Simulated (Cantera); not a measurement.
# Silicon carbide growth: (CH3)2SiCl2 + C3H8 + H2

A closed system holds: 1 mol (CH3)2SiCl2, 0.0039 mol C3H8, 960 mol H2, held at 1000 °C and 0.480 bar.

Cantera equilibrium calculation (NASA polynomials, part measured and part estimated; ideal gas, pure solids and liquids). Candidate condensed phases: C, C6H6, C7H8, C8H18, Si, SiC; 109 gas species. The feed counts by its element totals alone. Equilibrium is a limit: real reactors are often held back by kinetics, nucleation or transport.

* **x(H2)**: 0.997
* **x(HCl)**: 0.00208
* **x(CH4)**: 0.00105
* **x(H)**: 1.03e-6
* **n(SiC(s))**: 1.000 mol
* **gas amount**: 963.0 mol
* **log10 activity of C(graphite) (absent)**: -0.63
* **log10 activity of Si(s) (absent)**: -1.96
